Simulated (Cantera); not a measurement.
Cantera run:

```python
import numpy as np
import cantera as ct

gas_names = """
    AL ALBr ALBr3 ALN AL2 AL2Br6 Br Br2 N N2
""".split()
cond_names = """
    AL(cr) AL(L) ALBr3(s) ALBr3(L) ALN(s) Br2(cr) Br2(L)
""".split()


# ... load() reads the species with a 1 bar reference pressure and builds the phases ...
atoms = {
    'AlN': {'AL': 1, 'N': 1},
    'Br2': {'Br': 2},
    'N2': {'N': 2},
}
top_T = {'ALN(s)': 2750}  # K; cautious upper limits of use, not melting points


# ... equilibrate(T, P, feed) seeds the gas with the atoms and calls Mixture.equilibrate('TP', solver="vcs", rtol=1e-11, max_steps=5000) ...
results = []
feed = {'AlN': 1, 'Br2': 0.3, 'N2': 3.6}  # mol
P = 4500  # Pa
for T in [773, 848, 923, 998, 1073, 1148, 1223, 1298, 1373, 1448, 1523, 1598, 1673, 1748]:
    mix = equilibrate(T, P, feed)
    results.append((T, P, feed, dict(zip(mix.species_names, mix.species_moles))))

top = {s: max(r[3][s] / sum(r[3][g] for g in gas_names) for r in results) for s in gas_names}
cols = sorted((s for s in top if top[s] > 0.001), key=lambda s: -top[s])[:9]
seen = [c for c in cond_names if any(r[3].get(c, 0) > 1e-12 for r in results)]
print("log10 of partial pressures in bar; condensed amounts in mol")
print(f"{'T/K':>10s}" + "".join(f"{s[:9]:>10s}" for s in cols + seen))
for T, P, feed, n in results:
    ng = sum(n[g] for g in gas_names)
    print(f"{T:10.4g}" + "".join(f"{np.log10(max(n[s] / ng * P / 1e5, 1e-99)):10.3f}" for s in cols)
          + "".join(f"{n.get(c, 0):10.4g}" for c in seen))
```

It prints:

```
log10 of partial pressures in bar; condensed amounts in mol
       T/K        N2     ALBr3      ALBr        Br    ALN(s)
       773    -1.370    -2.640   -16.084    -8.972       0.8
       848    -1.370    -2.638   -13.925    -8.109       0.8
       923    -1.370    -2.637   -12.122    -7.386       0.8
       998    -1.370    -2.637   -10.593    -6.770       0.8
      1073    -1.370    -2.637    -9.281    -6.239       0.8
      1148    -1.370    -2.637    -8.144    -5.776       0.8
      1223    -1.370    -2.637    -7.148    -5.369    0.8001
      1298    -1.370    -2.638    -6.270    -5.008    0.8003
      1373    -1.370    -2.638    -5.489    -4.686    0.8004
      1448    -1.370    -2.641    -4.792    -4.396    0.8002
      1523    -1.371    -2.647    -4.166    -4.136    0.7982
      1598    -1.372    -2.664    -3.604    -3.904    0.7892
      1673    -1.376    -2.714    -3.104    -3.704    0.7594
      1748    -1.385    -2.854    -2.678    -3.553    0.6808
```

Cantera equilibrium calculation (NASA polynomials, part measured and part estimated; ideal gas, pure solids and liquids).
